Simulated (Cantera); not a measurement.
Feed: 1 mol PH₃, 1.6 mol H₂O, equilibrated at 1.33 mbar.

Cantera equilibrium calculation (NASA polynomials, part measured and part estimated; ideal gas, pure solids and liquids). Candidate condensed phases: H₂O, P, P₄O₁₀; 17 gas species. Gases not in the tables: HPO₂, HPO₃ and P₄O₆. Rates play no part.

x: gas mole fraction; nothing condenses.

```
T (K)   x H₂       x H   x H₂O    x PO   x PO₂      x P₂  x OH
-----  -----  --------  ------  ------  ------  --------  ----
1500   0.587  0.000369   0.217  0.0652  0.0663    0.0640     ?
1650   0.618   0.00196   0.167   0.110  0.0641    0.0393     ?
1800   0.632   0.00779   0.133   0.152  0.0561    0.0199     ?
1950   0.626    0.0248   0.113   0.178  0.0482   0.00788     ?
2100   0.595    0.0658   0.104   0.187  0.0426   0.00251     ?
2250   0.528     0.148  0.0951   0.184  0.0383  0.000719     ?
2400   0.418     0.282  0.0785   0.171  0.0335  0.000211     ?
```

Q: Complete the blanks.

A: 
- 1500, x OH: 3.91e-6
- 1650, x OH: 2.38e-5
- 1800, x OH: 0.000108
- 1950, x OH: 0.000409
- 2100, x OH: 0.00137
- 2250, x OH: 0.00400
- 2400, x OH: 0.00972
